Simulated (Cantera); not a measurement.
Mixture: 35.3 % H2, 13.6 % O2, 51.1 % N2, equivalence ratio 1.3, at 3150 Torr, adiabatic and at constant pressure. Ignition delay is the time to a rise of 400 K.

Computed with Cantera and GRI-Mech 3.0 (53 species, 325 reactions). The hydrogen kinetics of GRI-Mech 3.0 are dated; newer H2 mechanisms differ, most at raised pressure. Below about 950 K walls govern HO2 and H2O2 in real vessels. Where the delays flatten at high temperature, the 400 K rule measures the pace of heat release, not the induction time.

Q: Predict: delay at 948 K; delay at 1048 K; delay at 1148 K; delay at 1248 K; delay at 1348 K; apparent activation energy between 1298 and 1398 K.

A: 
- delay at 948 K: 42.4 ms
- delay at 1048 K: 2.32 ms
- delay at 1148 K: 36.8 µs
- delay at 1248 K: 10.9 µs
- delay at 1348 K: 6.08 µs
- apparent activation energy between 1298 and 1398 K: 73 kJ/mol
